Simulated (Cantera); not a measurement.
An adiabatic, constant-pressure homogeneous reactor starts with H2 : O2 : N2 = 1 : 0.794 : 2.06 (molar parts), at 1400 K and 7.80 bar. Integrator tolerance rtol = 1e-08.

Model: GRI-Mech 3.0 (53 species, 325 reactions), integrated in Cantera. The hydrogen kinetics of GRI-Mech 3.0 are dated; newer H2 mechanisms differ, most at raised pressure.

Task: What does this change do: O2 0.794 to 0.25 parts?

Result: 
```tsv
quantity	before	after
time of steepest temperature rise	2.31 µs	4.70 µs
temperature at 0.500 s	2890 K	2453 K
equilibrium temperature	2890 K	2453 K
x(H2) at 0.500 s	0.0109 (gas-phase equilibrium 0.0109)	0.162 (gas-phase equilibrium 0.162)
x(O2) at 0.500 s	0.0705 (gas-phase equilibrium 0.0705)	2.91e-6 (gas-phase equilibrium 2.91e-6)
x(N2O) at 0.500 s	2.85e-6 (gas-phase equilibrium 2.85e-6)	1.04e-8 (gas-phase equilibrium 1.04e-8)
x(NO2) at 0.500 s	2.12e-5 (gas-phase equilibrium 2.12e-5)	7.08e-10 (gas-phase equilibrium 7.08e-10)
x(HO2) at 0.500 s	4.12e-5 (gas-phase equilibrium 4.12e-5)	6.11e-9 (gas-phase equilibrium 6.11e-9)
x(NO) at 0.500 s	0.0209 (gas-phase equilibrium 0.0209)	7.30e-5 (gas-phase equilibrium 7.30e-5)
x(OH) at 0.500 s	0.0307 (gas-phase equilibrium 0.0307)	0.000581 (gas-phase equilibrium 0.000581)
```

Task: What does this change do: initial temperature 1400 to 1200 K?

Result: 
```csv
quantity,before,after
time of steepest temperature rise,2.31 µs,22.9 µs
temperature at 0.500 s,2890 K,2788 K
equilibrium temperature,2890 K,2788 K
x(H2) at 0.500 s,0.0109 (gas-phase equilibrium 0.0109),0.00758 (gas-phase equilibrium 0.00758)
x(O2) at 0.500 s,0.0705 (gas-phase equilibrium 0.0705),0.0728 (gas-phase equilibrium 0.0728)
x(N2O) at 0.500 s,2.85e-6 (gas-phase equilibrium 2.85e-6),2.53e-6 (gas-phase equilibrium 2.53e-6)
x(NO2) at 0.500 s,2.12e-5 (gas-phase equilibrium 2.12e-5),2.07e-5 (gas-phase equilibrium 2.07e-5)
x(HO2) at 0.500 s,4.12e-5 (gas-phase equilibrium 4.12e-5),3.49e-5 (gas-phase equilibrium 3.49e-5)
x(NO) at 0.500 s,0.0209 (gas-phase equilibrium 0.0209),0.0186 (gas-phase equilibrium 0.0186)
x(OH) at 0.500 s,0.0307 (gas-phase equilibrium 0.0307),0.0246 (gas-phase equilibrium 0.0246)
```
